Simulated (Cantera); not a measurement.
A Cantera script and what it prints.

```python
import numpy as np
import cantera as ct

gas_names = """
    Ba BaF BaF2 F F2 H HF H2 H2F2 H3F3 H4F4 H5F5 H6F6 H7F7 N NF NF2 NF3 NH NH2 NH3 N2 N2H2 N2H4
""".split()
cond_names = """
    Ba(cr) Ba(L) BaF2(a) BaF2(b,c) BaF2(L)
""".split()


# ... load() reads the species with a 1 bar reference pressure and builds the phases ...
atoms = {
    'BaF2': {'Ba': 1, 'F': 2},
    'HF': {'H': 1, 'F': 1},
    'N2': {'N': 2},
}
top_T = {}  # K; cautious upper limits of use, not melting points


# ... equilibrate(T, P, feed) seeds the gas with the atoms and calls Mixture.equilibrate('TP', solver="vcs", rtol=1e-11, max_steps=5000) ...
results = []
feed = {'BaF2': 1, 'HF': 0.018, 'N2': 180}  # mol
P = 10000  # Pa
for T in [1175, 1275, 1375, 1475, 1575, 1675, 1775, 1875, 1975, 2075]:
    mix = equilibrate(T, P, feed)
    results.append((T, P, feed, dict(zip(mix.species_names, mix.species_moles))))

top = {s: max(r[3][s] / sum(r[3][g] for g in gas_names) for r in results) for s in gas_names}
cols = sorted((s for s in top if top[s] > 1e-05), key=lambda s: -top[s])[:6]
seen = [c for c in cond_names if any(r[3].get(c, 0) > 1e-12 for r in results)]
print("log10 of partial pressures in bar; condensed amounts in mol")
print(f"{'T/K':>10s}" + "".join(f"{s[:9]:>10s}" for s in cols + seen))
for T, P, feed, n in results:
    ng = sum(n[g] for g in gas_names)
    print(f"{T:10.4g}" + "".join(f"{np.log10(max(n[s] / ng * P / 1e5, 1e-99)):10.3f}" for s in cols)
          + "".join(f"{n.get(c, 0):10.4g}" for c in seen))
```

Result:

```
log10 of partial pressures in bar; condensed amounts in mol
       T/K        N2      BaF2        HF         F       BaF   BaF2(a) BaF2(b,c)
      1175    -1.000    -8.044    -5.000   -11.738   -15.753         1         0
      1275    -1.000    -6.739    -5.000   -10.893   -13.331    0.9997         0
      1375    -1.000    -5.645    -5.000   -10.149   -11.306    0.9959         0
      1475    -1.000    -4.717    -5.000    -9.391    -9.687    0.9655         0
      1575    -1.001    -3.925    -5.001    -8.488    -8.532         0    0.7857
      1675    -1.002    -3.258    -5.002    -7.615    -7.624         0         0
      1775    -1.002    -3.258    -5.003    -7.120    -7.129         0         0
      1875    -1.002    -3.258    -5.003    -6.678    -6.688         0         0
      1975    -1.002    -3.258    -5.003    -6.280    -6.291         0         0
      2075    -1.002    -3.259    -5.004    -5.921    -5.933         0         0
```

Equilibrium computed with Cantera from the NASA thermochemical tables; the gas is ideal and each condensed phase is pure.
